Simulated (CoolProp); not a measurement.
Vapour-liquid equilibrium of methanol (1) + isohexane (2) at 394.9 K; x and y are mole fractions of (1).

Model: multi-fluid Helmholtz-energy mixture model, de Reuck 1993 and Lemmon 2006; pair parameters Bell 2016, in CoolProp.

| x | bubble pressure, mixture model (bar) | bubble pressure, Raoult's law (bar) | y, mixture model | y, Raoult's law |
|---|---|---|---|---|
| 0.05 | 6.203 | 5.184 | 0.183 | 0.065 |
| 0.125 | 7.359 | 5.306 | 0.330 | 0.159 |
| 0.2 | 8.113 | 5.428 | 0.413 | 0.248 |
| 0.275 | 8.593 | 5.550 | 0.467 | 0.333 |
| 0.35 | 8.888 | 5.672 | 0.504 | 0.415 |
| 0.425 | 9.059 | 5.794 | 0.532 | 0.494 |
| 0.5 | 9.149 | 5.916 | 0.556 | 0.569 |
| 0.575 | 9.178 | 6.038 | 0.577 | 0.641 |
| 0.65 | 9.151 | 6.160 | 0.601 | 0.710 |
| 0.725 | 9.047 | 6.282 | 0.631 | 0.777 |
| 0.8 | 8.811 | 6.404 | 0.675 | 0.841 |
| 0.875 | 8.350 | 6.526 | 0.745 | 0.902 |
| 0.95 | 7.537 | 6.648 | 0.866 | 0.962 |

The largest gap from Raoult's law is +56.7 % in bubble pressure, at x = 0.35. y crosses x between x = 0.575 and 0.65: the model has an azeotrope there.

The pair parameters rest on a limited set of measurements; away from them the model extrapolates. With so large a gap from Raoult's law the liquid may split in two, which this calculation doesn't test in full.
